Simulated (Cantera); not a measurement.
Charge: 1 mol SiH2Cl2, 2.9 mol O3, 2.4 mol H2, at 700 °C and 1.00 bar.

Cantera equilibrium calculation (NASA polynomials, part measured and part estimated; ideal gas, pure solids and liquids). Candidate condensed phases: H2O, Si, SiO2; 30 gas species. The numbers say what is thermodynamically allowed, not how fast it happens.

Base state: H2O 0.406, O2 0.317, HCl 0.243, Cl2 0.0337, Cl 4.72e-5, HOCl 2.13e-5 (mole fractions); condensed: SiO2(β-quartz).

Task: What changes in the equilibrium state with this change: temperature from 700 °C to 475 °C?

Result: 
```
species               before    after
-------------------  -------  -------
H2O                    0.406    0.470
O2                     0.317    0.299
HCl                    0.243    0.143
Cl2                   0.0337   0.0876
Cl                   4.72e-5  7.65e-7
HOCl                 2.13e-5  6.61e-6
SiO2(β-quartz), mol     1.00        0
SiO2(α-quartz), mol        0     1.00
```
